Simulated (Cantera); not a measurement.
# Pyrogenic steam for wet oxidation

An isothermal, constant-pressure homogeneous reactor starts with 43.8 % H₂, 33.7 % O₂, 22.2 % N₂, 0.226 % H₂O, equivalence ratio 0.65, at 1075 K and 0.133 bar.

Computed with Cantera and GRI-Mech 3.0 (53 species, 325 reactions). The temperature is held fixed by assumption; the heat of reaction is taken as removed at once.

| t (s) | x H₂ | x O₂ | x O | x H₂O | x H |
|---|---|---|---|---|---|
| 8.00e-6 | 0.438 | 0.337 | 8.28e-11 | 0.00226 | 8.19e-10 |
| 4.24e-5 | 0.438 | 0.337 | 2.16e-9 | 0.00226 | 1.38e-8 |
| 0.000225 | 0.437 | 0.337 | 9.92e-5 | 0.00304 | 0.000622 |
| 0.00119 | 0.00405 | 0.152 | 0.000520 | 0.558 | 0.000480 |
| 0.00632 | 0.000239 | 0.151 | 1.64e-5 | 0.564 | 3.62e-6 |
| 0.0335 | 6.83e-6 | 0.151 | 9.51e-7 | 0.564 | 4.01e-8 |
| 0.178 | 1.87e-7 | 0.151 | 1.06e-7 | 0.564 | 9.45e-10 |
| 0.943 | 2.45e-8 | 0.151 | 1.73e-8 | 0.564 | 6.06e-11 |
| 5.00 | 4.98e-9 | 0.151 | 3.39e-9 | 0.564 | 5.77e-12 |
x: mole fraction; the columns are a selection and need not sum to one.

Equilibrium at this temperature and pressure: H₂ 2.80e-9, O₂ 0.151, O 1.41e-9, H₂O 0.564, H 2.14e-12 (gas phase only).
